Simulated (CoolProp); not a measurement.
Ethylene along the isotherm 345.2 K: density (kg/m³) from the reference equation and from simpler models built on Tc = 282.4 K, pc = 50.42 bar, ω = 0.087; each cubic takes its own stable root.

Values from CoolProp's reference Helmholtz-energy equation of state, Smukala 2000.

```json
[
 {"p (bar)": "0.239", "phase": "gas", "reference": "0.2338", "ideal gas": "0.2336", "Redlich-Kwong": "0.2338", "Peng-Robinson": "0.2338"},
 {"p (bar)": "0.372", "phase": "gas", "reference": "0.3641", "ideal gas": "0.3636", "Redlich-Kwong": "0.3641", "Peng-Robinson": "0.3642"},
 {"p (bar)": "0.58", "phase": "gas", "reference": "0.5681", "ideal gas": "0.5669", "Redlich-Kwong": "0.5681", "Peng-Robinson": "0.5683"},
 {"p (bar)": "0.903", "phase": "gas", "reference": "0.8855", "ideal gas": "0.8826", "Redlich-Kwong": "0.8856", "Peng-Robinson": "0.8860"},
 {"p (bar)": "1.41", "phase": "gas", "reference": "1.385", "ideal gas": "1.378", "Redlich-Kwong": "1.385", "Peng-Robinson": "1.386"},
 {"p (bar)": "2.19", "phase": "gas", "reference": "2.157", "ideal gas": "2.141", "Redlich-Kwong": "2.158", "Peng-Robinson": "2.160"},
 {"p (bar)": "3.41", "phase": "gas", "reference": "3.374", "ideal gas": "3.333", "Redlich-Kwong": "3.376", "Peng-Robinson": "3.381"},
 {"p (bar)": "5.31", "phase": "gas", "reference": "5.291", "ideal gas": "5.190", "Redlich-Kwong": "5.296", "Peng-Robinson": "5.308"},
 {"p (bar)": "8.26", "phase": "gas", "reference": "8.320", "ideal gas": "8.074", "Redlich-Kwong": "?", "Peng-Robinson": "8.363"},
 {"p (bar)": "12.9", "phase": "gas", "reference": "13.23", "ideal gas": "?", "Redlich-Kwong": "13.26", "Peng-Robinson": "13.33"},
 {"p (bar)": "20", "phase": "gas", "reference": "21.09", "ideal gas": "19.55", "Redlich-Kwong": "?", "Peng-Robinson": "21.35"},
 {"p (bar)": "31.2", "phase": "gas", "reference": "34.50", "ideal gas": "30.50", "Redlich-Kwong": "34.69", "Peng-Robinson": "35.13"},
 {"p (bar)": "48.6", "phase": "gas", "reference": "58.31", "ideal gas": "47.50", "Redlich-Kwong": "58.81", "Peng-Robinson": "59.82"},
 {"p (bar)": "75.6", "phase": "supercritical", "reference": "105.0", "ideal gas": "73.89", "Redlich-Kwong": "106.0", "Peng-Robinson": "107.8"}
]
```

### Question
Fill in the missing entries.

### Answer

- 8.26, Redlich-Kwong: 8.333
- 12.9, ideal gas: 12.61
- 20, Redlich-Kwong: 21.17
